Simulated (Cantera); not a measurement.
A Cantera script and what it prints.

```python
import numpy as np
import cantera as ct

gas_names = """
    F FO FO2 F2 F2O H HF HOF HO2 H2 H2F2 H2O H2O2 H3F3 H4F4 H5F5 H6F6 H7F7 O OH O2 O3 Si SiF SiF2 SiF3
    SiF4 SiH SiHF3 SiH2 SiH2F2 SiH3 SiH3F SiH4 SiO SiO2 Si2 Si3
""".split()
cond_names = """
    H2O(s) H2O(L) Si(cr) Si(L) SiO2(Lqz) SiO2(hqz) SiO2(L)
""".split()


def load(file, names, dense=False):
    # The tables refer to 1 bar. Condensed volumes are neglected.
    table = {s.name: s for s in ct.Species.list_from_file(file)}
    out = []
    for n in names:
        d = dict(table[n].input_data)
        d["thermo"] = dict(d["thermo"], **{"reference-pressure": 1e5})
        if dense:
            d["equation-of-state"] = {"model": "constant-volume", "density": "1e6 g/cm^3"}
        out.append(ct.Species.from_dict(d))
    return out


gas = ct.Solution(thermo="ideal-gas", species=load("nasa_gas.yaml", gas_names))
cond = {s.name: ct.Solution(thermo="fixed-stoichiometry", species=[s], name=s.name)
        for s in load("nasa_condensed.yaml", cond_names, dense=True)}
atoms = {
    'SiF4': {'Si': 1, 'F': 4},
    'H2O': {'H': 2, 'O': 1},
}
top_T = {}  # K; cautious upper limits of use, not melting points


def equilibrate(T, P, feed):
    n = {}
    for name, mol in feed.items():
        for a, k in atoms[name].items():
            n[a] = n.get(a, 0.0) + k * mol
    gas.TPX = T, P, n
    mass = sum(n.values()) * gas.mean_molecular_weight
    gas.equilibrate("TP")
    valid = [c for c in cond.values() if c.min_temp <= T <= top_T.get(c.name, c.max_temp)]
    mix = ct.Mixture([(gas, mass / gas.mean_molecular_weight)] + [(c, 0.0) for c in valid])
    mix.T, mix.P = T, P
    mix.equilibrate("TP", solver="vcs", rtol=1e-11, max_steps=5000)
    return mix


results = []
feed = {'SiF4': 1, 'H2O': 22}  # mol
T = 1450  # K
P = 133.322  # Pa
mix = equilibrate(T, P, feed)
results.append((T, P, feed, dict(zip(mix.species_names, mix.species_moles))))
print(gas.report(threshold=1e-05))
for i in range(1, mix.n_phases):
    print(f"{mix.phase(i).name:16s} {mix.phase_moles(i):12.5e} mol")
```

It prints:

```
       temperature   1450 K
          pressure   133.32 Pa
           density   0.00020278 kg/m^3
  mean mol. weight   18.337 kg/kmol
   phase of matter   gas

                          1 kg             1 kmol
                     ---------------   ---------------
          enthalpy       -1.1045e+07       -2.0254e+08  J
   internal energy       -1.1703e+07       -2.1459e+08  J
           entropy             16535        3.0321e+05  J/K
    Gibbs function       -3.5022e+07       -6.4219e+08  J
 heat capacity c_p            2417.8             44336  J/K
 heat capacity c_v            1964.4             36021  J/K

                      mass frac. Y      mole frac. X     chem. pot. / RT
                     ---------------   ---------------   ---------------
                HF           0.18174           0.16657           -54.704
                H2        0.00011033         0.0010036           -32.029
               H2O           0.81719           0.83179           -53.015
                OH        0.00015123        0.00016305           -37.001
                O2        0.00080701        0.00046247           -41.973
     [  +33 minor]        2.1781e-06        9.5329e-06

Si(cr)            0.00000e+00 mol
SiO2(hqz)         9.99997e-01 mol
```

These are equilibrium values from Cantera (NASA tables, ideal gas, pure condensed phases), not measurements of a reactor. The tables hold silica as quartz up to 1696 K and as liquid above; real silica turns to tridymite and cristobalite and melts near 1996 K.
